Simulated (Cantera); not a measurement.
A closed system holds: 1 mol Cu2O, 0.82 mol CH4, 0.017 mol CO, 1.7 mol C, equilibrated at 1125 °C and 34.0 Pa.

These are equilibrium values from Cantera (NASA tables, ideal gas, pure condensed phases), not measurements of a reactor. Candidate condensed phases: C, C6H6, C7H8, C8H18, Cu, CuO, Cu(OH)2, Cu2O, H2O; 113 gas species. Rates play no part.

Base state: H2 0.615, CO 0.381, Cu 0.00382, H 0.000201 (mole fractions); condensed: C(graphite) + Cu(l).

What changes in the equilibrium state with this change: temperature from 1125 °C to 2277 °C?


```csv
species,before,after
H,0.000201,0.424
Cu,0.00382,0.336
CO,0.381,0.171
H2,0.615,0.0628
C3,<1e-9,0.00313
C,<1e-9,0.000960
C2H,<1e-9,0.000449
C2,<1e-9,0.000291
"C(graphite), mol",1.52,1.44
"Cu(l), mol",1.99,0
```
